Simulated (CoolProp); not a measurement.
R152A along the isobar 20.9 MPa: fugacity coefficient from the reference equation and from simpler models built on Tc = 386.4 K, pc = 4.517 MPa, ω = 0.275; each cubic takes its own stable root.

Model: reference Helmholtz-energy equation of state, Outcalt 1996, in CoolProp. It is a modified Benedict-Webb-Rubin equation, recast in Helmholtz form.

```json
[
 {"T (K)": "272.5", "phase": "liquid", "reference": "0.02106"},
 {"T (K)": "290", "phase": "liquid", "reference": "0.03590"},
 {"T (K)": "307.5", "phase": "liquid", "reference": "0.05659"},
 {"T (K)": "325", "phase": "liquid", "reference": "0.08359"},
 {"T (K)": "342.5", "phase": "liquid", "reference": "0.1170"},
 {"T (K)": "360", "phase": "liquid", "reference": "0.1564"},
 {"T (K)": "377.5", "phase": "liquid", "reference": "0.2012"},
 {"T (K)": "395", "phase": "supercritical", "reference": "0.2503"},
 {"T (K)": "412.5", "phase": "supercritical", "reference": "0.3024"},
 {"T (K)": "430", "phase": "supercritical", "reference": "0.3564"},
 {"T (K)": "447.5", "phase": "supercritical", "reference": "0.4109"},
 {"T (K)": "465", "phase": "supercritical", "reference": "0.4646"},
 {"T (K)": "482.5", "phase": "supercritical", "reference": "0.5164"},
 {"T (K)": "500", "phase": "supercritical", "reference": "0.5658"}
]
```

How far does each simpler model (van der Waals, Redlich-Kwong) lie from the reference over these 14 states: mean and median of the absolute difference, and the worst?


- van der Waals: mean 95.0 %, median 41.9 %, worst +416.1 % at 272.5 K and 20.9 MPa
- Redlich-Kwong: mean 26.3 %, median 17.2 %, worst +84.9 % at 272.5 K and 20.9 MPa
